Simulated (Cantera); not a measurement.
Silicon epitaxy and polysilicon growth: SiHCl3 + HCl + N2

Charge: 1 mol SiHCl3, 0.019 mol HCl, 61 mol N2, equilibrated at 1327 °C and 1100 Pa.

These are equilibrium values from Cantera (NASA tables, ideal gas, pure condensed phases), not measurements of a reactor. Candidate condensed phases: NH4Cl, Si, Si3N4; 28 gas species. The tables' values for SiCl3 are old estimates; treat these amounts as uncertain. Equilibrium is a limit: real reactors are often held back by kinetics, nucleation or transport.

x(N2): 0.969
x(SiCl2): 0.0146
x(HCl): 0.0145
x(SiCl3): 0.00106
x(H2): 0.000818
x(Cl): 0.000208
x(SiCl4): 0.000191
x(H): 1.48e-5
x(SiCl): 2.55e-6
gas amount: 62.98 mol
log10 activity of Si(s) (absent): -1.78
